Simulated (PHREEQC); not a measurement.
Make-up at 60 °C: 26 mmol/kgw MgCl2, 0.041 mmol/kgw Na2HPO4 and 2.3 mmol/kgw KCl. Closed to the air; pH follows from the charge balance.

Equilibrium calculation in PHREEQC: ion-association model, wateq4f.dat.

```tsv
quantity	before	after
pH	6.86	7.71
HPO4-2 (mol/kgw)	5.17e-6	3.53e-5
H2PO4- (mol/kgw)	4.67e-6	5.65e-6
NaHPO4- (mol/kgw)	3.12e-10	2.89e-9
H3PO4 (mol/kgw)	1.07e-10	1.99e-11
SI of Halite (NaCl)	-7.23	-7.44
```

Which change was made?
A. Na2HPO4 from 4.1e-05 to 3.69e-05 mol/kgw
B. MgCl2 replaced by RbCl at the same molality
C. KCl from 0.0023 to 0.00345 mol/kgw
D. Na2HPO4 from 4.1e-05 to 8.2e-06 mol/kgw
E. Na2HPO4 from 4.1e-05 to 4.51e-05 mol/kgw

B, MgCl2 replaced by RbCl at the same molality

No solid was allowed to form. H3PO4, which wateq4f.dat lacks, is added to it with the constant of phreeqc.dat. Away from 25 °C the constants follow the database's enthalpies or fits; those with neither stay at their 25 °C values.
